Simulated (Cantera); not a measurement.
Input: 1 mol CF4, 0.28 mol H2, equilibrated at 848 K and 0.0133 bar.

Method: chemical equilibrium by Gibbs-energy minimisation in Cantera with the NASA 1993 tables (ideal gas, pure condensed phases). Candidate condensed phases: C, C6H6, C7H8, C8H18; 95 gas species. Condensed phases not in the tables: fluorocarbon polymer. Gases not in the tables: C2F6 and larger saturated fluorocarbons. The numbers say what is thermodynamically allowed, not how fast it happens.

Q: What is the equilibrium state?

A: 
- x(CF4) = 0.606
- x(HF) = 0.394
- n(C(graphite)) = 0.140 mol
- gas amount = 1.420 mol
